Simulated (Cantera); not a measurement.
A closed system holds: 1 mol SiCl4, 17 mol NH3, equilibrated at 1350 °C and 43.0 Pa.

Equilibrium computed with Cantera from the NASA thermochemical tables; the gas is ideal and each condensed phase is pure. Candidate condensed phases: NH4Cl, Si, Si3N4; 28 gas species. The tables' values for SiCl, SiCl3 are old estimates; treat these amounts as uncertain. Equilibrium is a limit: real reactors are often held back by kinetics, nucleation or transport.

Base state: H2 0.673, N2 0.236, HCl 0.0656, SiCl2 0.0224, H 0.00274, Si 0.000365, Cl 0.000210, SiCl 0.000168 (mole fractions); condensed: Si(s).

**Question.** What changes in the equilibrium state with this change: SiCl4 replaced by SiH2Cl2?

**Answer.** 
```
species       before     after
----------  --------  --------
H2             0.673     0.713
N2             0.236     0.236
HCl           0.0656    0.0397
SiCl2         0.0224   0.00774
SiCl3        4.46e-5   9.06e-6
SiCl        0.000168   9.85e-5
Cl          0.000210  0.000124
H            0.00274   0.00282
Si(s), mol     0.171     0.703
```
The tables' values for SiCl are old estimates; treat these amounts as uncertain.
